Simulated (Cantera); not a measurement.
Feed: 1 mol Si, 1.5 mol O2, 11 mol H2, 0.043 mol H2O, at 10.5 Torr.

Cantera equilibrium calculation (NASA polynomials, part measured and part estimated; ideal gas, pure solids and liquids). Candidate condensed phases: H2O, Si, SiO2; 18 gas species. The tables hold silica as quartz up to 1696 K and as liquid above; real silica turns to tridymite and cristobalite and melts near 1996 K. Kinetics and transport are ignored.

Task: Which condensed phases are stable at each of these points (T (°C)): 725, 800, 875, 950, 1025, 1100, 1175, 1250, 1325, 1400, 1475?

Result: 
```csv
T (°C),condensed phases,Si condensed (%)
725,SiO2(β-quartz),100.0
800,SiO2(β-quartz),100.0
875,SiO2(β-quartz),100.0
950,SiO2(β-quartz),100.0
1025,SiO2(β-quartz),100.0
1100,SiO2(β-quartz),100.0
1175,SiO2(β-quartz),100.0
1250,SiO2(β-quartz),100.0
1325,SiO2(β-quartz),100.0
1400,SiO2(β-quartz),99.9
1475,SiO2(condensed),99.4
```

From 725 °C to 1400 °C the condensed part is SiO2(β-quartz). At 1475 °C the condensed part is SiO2(condensed).
